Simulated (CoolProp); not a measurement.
Vapour-liquid equilibrium of CH2F2 (R32) (1) + dimethyl ether (2) at 9.78 kPa; x and y are mole fractions of (1).

Computed with CoolProp (multi-fluid Helmholtz-energy mixture model, Tillner-Roth 1997 and Wu 2011; pair parameters Bell 2016).

| x | bubble temperature, mixture model (°C) | bubble temperature, Raoult's law (°C) | y, mixture model | y, Raoult's law |
|---|---|---|---|---|
| 0.05 | -69.8 | -70.0 | 0.172 | 0.184 |
| 0.2 | -75.2 | -75.2 | 0.530 | 0.527 |
| 0.35 | -79.5 | -79.1 | [?] | 0.712 |
| 0.5 | -82.6 | -82.1 | 0.835 | 0.825 |
| 0.65 | [?] | -84.5 | 0.902 | 0.899 |
| 0.8 | [?] | -86.5 | 0.949 | 0.951 |
| 0.95 | -88.3 | -88.2 | 0.987 | 0.990 |

Task: Complete the blanks.

Result: 
- 0.35, y, mixture model: 0.726
- 0.65, bubble temperature, mixture model (°C): -85.0
- 0.8, bubble temperature, mixture model (°C): -86.8

The largest gap from Raoult's law is -0.5 K in bubble temperature, at x = 0.5. No azeotrope shows between x = 0.05 and 0.95.

The pair parameters rest on a limited set of measurements; away from them the model extrapolates. The gap from Raoult's law changes sign with composition, which may be real or a fault of the pair parameters; it wasn't checked against measurements.
